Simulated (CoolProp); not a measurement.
Computed with CoolProp (reference Helmholtz-energy equation of state, Thol 2014).

### Question
For chloromethane (R40), give the phase and the density (kg/m³), cv (kJ/(kg K)) at 161.85 °C and 2.31 MPa; 161.85 °C and 3.46 MPa.

### Answer
- 161.85 °C and 2.31 MPa: gas; density 36.4, cv 0.893
- 161.85 °C and 3.46 MPa: gas; density 58.8, cv 0.923
